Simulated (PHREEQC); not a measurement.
Nickel, zinc or cadmium bath

Make-up at 25 °C: 0.0013 mol CdCl2 and 5.9e-05 mol KCl per kg of water. Closed to the air; pH follows from the charge balance.

Equilibrium calculation in PHREEQC: ion-association model, wateq4f.dat.

```yaml
pH: 6.41
ionic_strength: 0.00356 mol/kgw
```

```csv
species,molality,activity,log γ
Cl-,0.00246,0.00230,-0.028
Cd+2,0.00110,0.000848,-0.113
CdCl+,0.000199,0.000186,-0.028
K+,5.90e-5,5.53e-5,-0.028
CdCl2,1.79e-6,1.79e-6,0.000
H+,4.16e-7,3.92e-7,-0.026
```

This is a speciation only: nothing precipitates in the calculation.
